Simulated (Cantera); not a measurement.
Input: 1 mol Ti(NMe2)4, 24 mol H2O, 1.2 mol N2, at 0.00180 bar.

Method: chemical equilibrium by Gibbs-energy minimisation in Cantera with the NASA 1993 tables (ideal gas, pure condensed phases). Candidate condensed phases: C, C6H6, C7H8, C8H18, H2O, Ti, TiC, TiN, TiO, TiO2, Ti2O3, Ti3O5, Ti4O7; 139 gas species. The feed counts by its element totals alone. Equilibrium is a limit: real reactors are often held back by kinetics, nucleation or transport.

x: gas mole fraction; n: condensed amount in mol.

| T (K) | x H2 | x H2O | x CO | x N2 | x CO2 | x H | x OH | n TiO2(rutile) |
|---|---|---|---|---|---|---|---|---|
| 1098 | 0.520 | 0.243 | 0.116 | 0.0678 | 0.0537 | 4.20e-7 | 8.65e-10 | 1.00 |
| 1198 | 0.511 | 0.252 | 0.125 | 0.0678 | 0.0449 | 3.20e-6 | 1.25e-8 | 1.00 |
| 1298 | 0.504 | 0.258 | 0.131 | 0.0678 | [?] | [?] | [?] | 1.00 |
| 1398 | 0.499 | 0.263 | 0.136 | 0.0678 | [?] | [?] | [?] | 1.00 |
| 1498 | 0.495 | 0.267 | 0.140 | 0.0678 | 0.0293 | 0.000285 | 4.36e-6 | 1.00 |
| 1598 | 0.492 | 0.270 | 0.143 | 0.0678 | 0.0263 | 0.000880 | 1.88e-5 | 1.000 |
| 1698 | 0.488 | 0.272 | 0.145 | 0.0677 | 0.0238 | 0.00238 | 6.83e-5 | 1.000 |
| 1798 | 0.484 | 0.274 | 0.147 | 0.0676 | 0.0218 | 0.00577 | 0.000215 | 1.000 |
| 1898 | 0.477 | 0.274 | 0.148 | 0.0673 | 0.0202 | 0.0127 | 0.000597 | 0.999 |
| 1998 | 0.466 | 0.272 | 0.148 | 0.0668 | 0.0189 | 0.0258 | 0.00150 | 0.994 |

Problem. Complete the blanks.

Solution. 
- 1298, x CO2: 0.0383
- 1298, x H: 1.79e-5
- 1298, x OH: 1.19e-7
- 1398, x CO2: 0.0332
- 1398, x H: 7.88e-5
- 1398, x OH: 8.20e-7
